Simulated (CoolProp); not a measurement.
Vapour-liquid equilibrium of methanol (1) + toluene (2) at 404 K; x and y are mole fractions of (1).

Values from CoolProp's multi-fluid Helmholtz-energy mixture model, de Reuck 1993 and Lemmon 2006; pair parameters Bell 2016.

```
x     bubble pressure, mixture model (MPa)  bubble pressure, Raoult's law (MPa)  y, mixture model  y, Raoult's law
----  ------------------------------------  -----------------------------------  ----------------  ---------------
0.05                                0.3243                               0.2085        (withheld)            0.206
0.2                                 0.5600                               0.3116             0.694            0.553
0.35                                0.6527                               0.4146             0.748            0.727
0.5                             (withheld)                               0.5176             0.781            0.832
0.65                                0.7523                               0.6206             0.819            0.902
0.8                             (withheld)                               0.7236             0.877            0.952
0.95                            (withheld)                               0.8267             0.964            0.989
```

Question: What belongs in the gaps?

Answer: 
- 0.05, y, mixture model: 0.456
- 0.5, bubble pressure, mixture model (MPa): 0.7053
- 0.8, bubble pressure, mixture model (MPa): 0.8013
- 0.95, bubble pressure, mixture model (MPa): 0.8476

The largest gap from Raoult's law is +79.7 % in bubble pressure, at x = 0.2. No azeotrope shows between x = 0.05 and 0.95.

The pair parameters rest on a limited set of measurements; away from them the model extrapolates. With so large a gap from Raoult's law the liquid may split in two, which this calculation doesn't test in full.
